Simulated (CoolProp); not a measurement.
n-pentane along the isotherm 541.5 K: Z from the reference equation and from simpler models built on Tc = 469.7 K, pc = 3.368 MPa, ω = 0.251; each cubic takes its own stable root.

Computed with CoolProp (reference Helmholtz-energy equation of state, Thol 2019).

```csv
p (MPa),phase,reference,van der Waals,Redlich-Kwong,Soave-Redlich-Kwong,Peng-Robinson
0.316,gas,0.9801,0.9801,0.9787,0.9805,0.9774
0.631,gas,0.9600,0.9597,0.9571,0.9607,0.9547
0.947,gas,0.9394,0.9385,0.9350,0.9405,0.9316
1.26,gas,0.9187,0.9168,0.9127,0.9203,0.9086
1.58,gas,0.8971,0.8937,0.8893,0.8992,0.8849
1.89,gas,0.8757,0.8705,0.8661,0.8786,0.8617
2.21,gas,0.8532,0.8455,0.8416,0.8569,0.8375
2.53,gas,0.8301,0.8193,0.8165,0.8349,0.8132
2.84,gas,0.8073,0.7927,0.7915,0.8133,0.7895
3.16,gas,0.7832,0.7637,0.7652,0.7907,0.7649
3.47,supercritical,0.7594,0.7339,0.7390,0.7686,0.7411
3.79,supercritical,0.7342,0.7012,0.7114,0.7457,0.7166
4.1,supercritical,0.7093,0.6676,0.6842,0.7236,0.6932
4.42,supercritical,0.6832,0.6309,0.6560,0.7009,0.6694
4.74,supercritical,0.6567,0.5932,0.6279,0.6787,0.6463
5.05,supercritical,0.6311,0.5583,0.6017,0.6580,0.6250
```
